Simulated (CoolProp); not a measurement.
Saturation properties of R115 (Tc = 353.1 K, pc = 3.129 MPa, ω = 0.248).

The numbers come from the reference Helmholtz-energy equation of state, Lemmon 2016 in CoolProp.

```
T (K)  p (MPa)  vapour density (kg/m³)  liquid cp (kJ/(kg K))
-----  -------  ----------------------  ---------------------
257     0.2558                   20.17                      ?
263.8        ?                       ?                 0.9970
270.5   0.4052                   31.45                  1.014
277.2   0.4999                       ?                  1.034
283.9   0.6102                       ?                  1.055
290.7        ?                   57.44                      ?
297.4        ?                   69.35                  1.107
304.1    1.053                   83.45                  1.140
```

Problem. Fill in the missing entries.

Solution. 
- 257, liquid cp (kJ/(kg K)): 0.9808
- 263.8, p (MPa): 0.3246
- 263.8, vapour density (kg/m³): 25.36
- 277.2, vapour density (kg/m³): 38.68
- 283.9, vapour density (kg/m³): 47.21
- 290.7, p (MPa): 0.7396
- 290.7, liquid cp (kJ/(kg K)): 1.079
- 297.4, p (MPa): 0.8860

It boils at 233.9 K under 1 atm.
